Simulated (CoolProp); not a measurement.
C3F8 (R218) along the isobar 2.9 MPa: fugacity coefficient from the reference equation and from simpler models built on Tc = 71.9 °C, pc = 2.640 MPa, ω = 0.317; each cubic takes its own stable root.

Model: reference Helmholtz-energy equation of state, Lemmon 2006, in CoolProp. It is a short technical equation, of lower accuracy than the large ones.

```csv
T (°C),phase,reference
-91.85,liquid,0.001381
-68.45,liquid,0.007543
-45.05,liquid,0.02696
-21.55,liquid,0.07176
1.85,liquid,0.1529
25.35,liquid,0.2766
48.75,liquid,0.4379
72.15,supercritical,0.6178
95.65,supercritical,0.7210
119.05,supercritical,0.7804
142.45,supercritical,0.8245
165.95,supercritical,0.8590
```

Task: How far does each simpler model (van der Waals, Redlich-Kwong, Peng-Robinson) lie from the reference over these 12 states: mean and median of the absolute difference, and the worst?

Result: 
- van der Waals: mean 432.0 %, median 40.9 %, worst +3196.2 % at -91.85 °C and 2.9 MPa
- Redlich-Kwong: mean 55.6 %, median 15.9 %, worst +255.8 % at -91.85 °C and 2.9 MPa
- Peng-Robinson: mean 2.1 %, median 2.0 %, worst +4.5 % at -91.85 °C and 2.9 MPa
